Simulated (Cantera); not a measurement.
Silicon nitride deposition: SiHCl3 + NH3 + H2

Charge: 1 mol SiHCl3, a varied amount of NH3, 2 mol H2, at 1800 K and 0.00150 bar.

These are equilibrium values from Cantera (NASA tables, ideal gas, pure condensed phases), not measurements of a reactor. Candidate condensed phases: NH4Cl, Si, Si3N4; 28 gas species. The tables' values for SiCl, SiCl3, SiN are old estimates; treat these amounts as uncertain. Gases not in the tables: Si2H6 and higher silanes. Equilibrium is a limit: real reactors are often held back by kinetics, nucleation or transport.

From 0.34 mol NH3 to 0.83 mol NH3 nothing is condensed. From 0.96 mol NH3 to 1.5 mol NH3 the condensed part is Si(l). The main Si-bearing gas is SiCl2 throughout.

```tsv
n(NH3) (mol)	log p H2	log p HCl	log p SiCl2	log p N2	log p H	log p Si	n Si(l)
0.34	-3.10	-3.49	-3.51	-4.27	-5.00	-5.61	0
0.39	-3.10	-3.50	-3.52	-4.22	-4.99	-5.60	0
0.46	-3.09	-3.51	-3.53	-4.16	-4.99	-5.58	0
0.53	-3.09	-3.53	-3.54	-4.11	-4.99	-5.57	0
0.61	-3.08	-3.54	-3.56	-4.06	-4.99	-5.55	0
0.71	-3.08	-3.55	-3.57	-4.01	-4.99	-5.53	0
0.83	-3.07	-3.57	-3.59	-3.96	-4.98	-5.51	0
0.96	-3.07	-3.59	-3.61	-3.92	-4.98	-5.50	0.00455
1.1	-3.06	-3.60	-3.64	-3.88	-4.98	-5.50	0.0154
1.3	-3.06	-3.61	-3.67	-3.83	-4.97	-5.50	0.0301
1.5	-3.05	-3.62	-3.71	-3.80	-4.97	-5.50	0.0441
```
log p: log10 of the partial pressure in bar; n: condensed amount in mol.
